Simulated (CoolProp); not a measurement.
Vapour-liquid equilibrium of R13 (1) + propylene (2) at -108.05 °C; x and y are mole fractions of (1).

Values from CoolProp's multi-fluid Helmholtz-energy mixture model, Platzer 1990 and Lemmon 2013; pair parameters Bell 2016. This equation is an older, rougher fit; its heat capacities, sound speeds and derivatives of the liquid may be far off and weren't checked against measurements.

| x | bubble pressure (MPa) | y at the bubble point | dew pressure at overall composition x (MPa) | liquid density (mol/L) |
|---|---|---|---|---|
| 0.05 | 0.004427 | 0.574 | 0.002074 | 16.13 |
| 0.125 | 0.007310 | 0.759 | 0.002245 | 16.07 |
| 0.2 | 0.009450 | 0.825 | 0.002447 | 16.01 |
| 0.275 | 0.01105 | 0.859 | 0.002688 | 15.95 |
| 0.35 | 0.01225 | 0.880 | 0.002982 | 15.89 |
| 0.425 | 0.01320 | 0.894 | 0.003348 | 15.83 |
| 0.5 | 0.01397 | 0.906 | 0.003815 | 15.77 |
| 0.575 | 0.01465 | 0.916 | 0.004433 | 15.72 |
| 0.65 | 0.01528 | 0.926 | 0.005286 | 15.67 |
| 0.725 | 0.01591 | 0.936 | 0.006536 | 15.62 |
| 0.8 | 0.01659 | 0.949 | 0.008524 | 15.58 |
| 0.875 | 0.01732 | 0.964 | 0.01198 | 15.54 |
| 0.95 | 0.01813 | 0.984 | 0.01665 | 15.51 |

No azeotrope shows between x = 0.05 and 0.95.

The pair parameters rest on a limited set of measurements; away from them the model extrapolates. With so large a gap from Raoult's law the liquid may split in two, which this calculation doesn't test in full.
